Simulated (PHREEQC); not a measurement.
Consider water at 25 °C with 0.1 mol NaH2PO4 and 7.9e-05 mol Na2CO3 per kg of water. Closed to the air; pH follows from the charge balance.

All values are PHREEQC results (ion-association model, phreeqc.dat), not measurements.

```
quantity             before    after
-----------------  --------  -------
pH                     4.56     4.72
HPO4-2 (mol/kgw)   0.000467  9.82e-5
H3PO4 (mol/kgw)    0.000311  4.80e-5
NaHPO4- (mol/kgw)   3.41e-5  2.23e-6
HCO3- (mol/kgw)     1.61e-6  4.16e-7
```

**Question.** Name the change that produced these shifts.
A) Na2CO3 from 7.9e-05 to 7.9e-06 mol/kgw
B) Na2CO3 replaced by K2CO3 at the same molality
C) temperature from 25 to 50 °C
D) diluted 5-fold with water
E) NaH2PO4 from 0.1 to 0.5 mol/kgw

**Answer.** D, diluted 5-fold with water

Precipitation was switched off in this run.
